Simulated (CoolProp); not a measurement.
Computed with CoolProp (reference Helmholtz-energy equation of state, Lemmon 2003). It is a pseudo-pure fit of the blend.

**Question.** For R507A, give the phase and the Z, cp (kJ/(kg K)), cv (kJ/(kg K)), Joule-Thomson coefficient (K/MPa) at 173.45 °C and 962 kPa.

**Answer.** 
- 173.45 °C and 962 kPa: gas; Z 0.963, cp 1.12, cv 1.02, Joule-Thomson coefficient 5.07
